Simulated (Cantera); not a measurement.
**C3H8 + H2 (carbon deposition, reforming and gasification)**

Charge: 1 mol C3H8, 1.4 mol H2, held at 29.0 bar.

Method: chemical equilibrium by Gibbs-energy minimisation in Cantera with the NASA 1993 tables (ideal gas, pure condensed phases). Candidate condensed phases: C, C6H6, C7H8, C8H18; 76 gas species. Rates play no part.

```
T (°C)  log p H2  log p CH4  log p C2H2 (acetylene)  log p H  log p CH3  log p C2H4  log p C2H6  log p C4H2  n C(graphite)
------  --------  ---------  ----------------------  -------  ---------  ----------  ----------  ----------  -------------
527         0.63       1.39                    <-10     <-10      -9.30       -5.48       -2.55        <-10          0.515
727         1.11       1.21                   -7.83    -8.09      -6.76       -4.00       -2.46        <-10           1.08
927         1.33       0.87                   -5.65    -6.04      -5.22       -3.23       -2.71        <-10           1.90
1127        1.42       0.47                   -4.18    -4.60      -4.25       -2.85       -3.13      -10.20           2.50
1327        1.44       0.10                   -3.12    -3.54      -3.58       -2.63       -3.55       -8.09           2.77
1527        1.45      -0.21                   -2.30    -2.72      -3.07       -2.48       -3.91       -6.46           2.88
1727        1.46      -0.46                   -1.66    -2.06      -2.68       -2.37       -4.21       -5.17           2.93
1927        1.46      -0.67                   -1.13    -1.52      -2.36       -2.29       -4.46       -4.12           2.93
2127        1.46      -0.84                   -0.70    -1.07      -2.10       -2.22       -4.67       -3.24           2.89
2327        1.45      -0.99                   -0.34    -0.69      -1.89       -2.18       -4.86       -2.51           2.80
```
log p: log10 of the partial pressure in bar; n: condensed amount in mol.

From 527 °C to 2327 °C the condensed part is C(graphite). The main C-bearing gas is CH4 at 527 °C and C2H2 (acetylene) at 2327 °C. The share of C in condensed phases is highest at 1927 °C (97.7 %) and lowest at 527 °C (17.2 %).
